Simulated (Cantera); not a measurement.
Charge: 1 mol SiCl4, a varied amount of H2, at 1500 °C and 750 Torr.

Method: chemical equilibrium by Gibbs-energy minimisation in Cantera with the NASA 1993 tables (ideal gas, pure condensed phases). Candidate condensed phases: Si; 19 gas species. The tables' values for SiCl3 are old estimates; treat these amounts as uncertain. Gases not in the tables: Si2H6 and higher silanes. The numbers say what is thermodynamically allowed, not how fast it happens.

log p: log10 of the partial pressure in bar; n: condensed amount in mol.

| n(H2) (mol) | log p H2 | log p HCl | log p SiCl2 | log p H | n Si(l) |
|---|---|---|---|---|---|
| 140 | -0.01 | -1.62 | [?] | -3.55 | 0.714 |
| 230 | -0.01 | -1.81 | [?] | -3.55 | 0.804 |
| 330 | -0.01 | -1.95 | [?] | -3.55 | 0.851 |
| 420 | 0.00 | -2.05 | [?] | -3.55 | 0.875 |
| 510 | 0.00 | -2.13 | [?] | -3.55 | 0.890 |
| 600 | 0.00 | -2.20 | [?] | -3.55 | 0.900 |
| 700 | 0.00 | -2.26 | [?] | -3.55 | 0.908 |
| 790 | 0.00 | -2.31 | [?] | -3.55 | 0.912 |
| 880 | 0.00 | -2.36 | [?] | -3.55 | 0.916 |

Question: Complete the blanks.

Answer: 
- 140, log p SiCl2: -2.71
- 230, log p SiCl2: -3.10
- 330, log p SiCl2: -3.39
- 420, log p SiCl2: -3.59
- 510, log p SiCl2: -3.75
- 600, log p SiCl2: -3.88
- 700, log p SiCl2: -4.01
- 790, log p SiCl2: -4.11
- 880, log p SiCl2: -4.20
